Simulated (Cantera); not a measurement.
Input (Python, Cantera):

```python
import numpy as np
import cantera as ct

gas = ct.Solution("h2o2.yaml")
gas.TPX = 325, 160000, {'H2': 1, 'O2': 0.714, 'N2': 2.69, 'H2O': 0.26}
flame = ct.FreeFlame(gas, width=0.029)
flame.set_refine_criteria(ratio=3, slope=0.08, curve=0.16)
flame.transport_model = "mixture-averaged"
flame.solve(loglevel=0, auto=True)
z, T = flame.grid, flame.T
thick = (T[-1] - T[0]) / np.gradient(T, z).max()
show = ['H2', 'O2', 'H2O', 'OH', 'O', 'H2O2']
print(f"laminar burning velocity  {flame.velocity[0] * 100:.3f} cm/s")
print(f"burnt temperature         {T[-1]:.1f} K")
print(f"thermal thickness         {thick * 1e3:.4f} mm")
print(f"grid points               {len(z)}")
z0 = z[flame.heat_release_rate.argmax()]
print(f"{'z/mm':>9s}{'T/K':>9s}{'u/(m/s)':>9s}" + "".join(f"{s:>11s}" for s in show))
rows = []
for k in (-3, -2, -1.5, -1, -0.5, -0.25, 0, 0.25, 0.5, 1, 2, 4, 8):
    zz = z0 + k * thick
    rows.append([k * thick, np.interp(zz, z, T), np.interp(zz, z, flame.velocity),
                 *(np.interp(zz, z, flame.X[gas.species_index(s)]) for s in show)])
    print(f"{rows[-1][0] * 1e3:9.3f}{rows[-1][1]:9.1f}{rows[-1][2]:9.3f}" + "".join(f"{x:11.3e}" for x in rows[-1][3:]))
```

Result:

```
laminar burning velocity  89.004 cm/s
burnt temperature         1886.3 K
thermal thickness         0.2202 mm
grid points               111
     z/mm      T/K  u/(m/s)         H2         O2        H2O         OH          O       H2O2
   -0.661    325.0    0.890  2.139e-01  1.532e-01  5.578e-02  1.420e-13  6.321e-11  1.281e-09
   -0.440    325.3    0.888  2.119e-01  1.536e-01  5.595e-02  3.601e-12  9.160e-10  3.488e-08
   -0.330    326.7    0.888  2.076e-01  1.544e-01  5.634e-02  8.291e-11  4.895e-09  2.849e-07
   -0.220    337.9    0.904  1.933e-01  1.569e-01  5.818e-02  7.467e-09  4.317e-08  4.131e-06
   -0.110    491.7    1.256  1.436e-01  1.586e-01  7.927e-02  1.442e-05  4.213e-06  8.831e-05
   -0.055    817.2    2.039  1.011e-01  1.428e-01  1.248e-01  4.485e-04  1.589e-04  1.029e-04
    0.000   1179.8    2.914  5.911e-02  1.129e-01  1.858e-01  1.540e-03  1.391e-03  2.931e-05
    0.055   1426.0    3.515  2.922e-02  8.408e-02  2.344e-01  4.019e-03  3.238e-03  6.433e-06
    0.110   1568.7    3.863  1.535e-02  6.861e-02  2.590e-01  6.254e-03  3.907e-03  3.529e-06
    0.220   1707.1    4.192  7.659e-03  5.974e-02  2.753e-01  7.393e-03  3.127e-03  1.795e-06
    0.440   1805.4    4.418  3.833e-03  5.681e-02  2.849e-01  6.163e-03  1.585e-03  9.147e-07
    0.881   1857.0    4.533  1.469e-03  5.594e-02  2.905e-01  4.077e-03  5.918e-04  4.697e-07
    1.762   1877.7    4.578  4.643e-04  5.593e-02  2.931e-01  2.393e-03  1.900e-04  2.312e-07
```

Detailed kinetics in Cantera: the H2/O2 subset of GRI-Mech 3.0, which has no nitrogen chemistry. Burning velocities carry a grid error of a few per cent, more on coarse grids.
